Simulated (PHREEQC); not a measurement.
Solution (25 °C): 0.089 mol/kgw HBr, 0.77 mol/kgw NaCl and 0.00024 mol/kgw MnSO4. Closed to the air; pH follows from the charge balance.

Computed with PHREEQC (ion-association model, phreeqc.dat).

This is a speciation only: nothing precipitates in the calculation.

Problem. Estimate the pH, density, activity of water.

Solution. pH 1.18; density 1.032 g/cm³; activity of water 0.971.

Problem. In which forms is Mn present?

Solution. Mn+2 58 %, MnCl+ 37 %, MnCl2 4.1 %, MnCl3- 1.0 % of the Mn.

Caution: at this ionic strength the ion-association model is outside its range; a Pitzer model would be the better tool where its parameters exist.
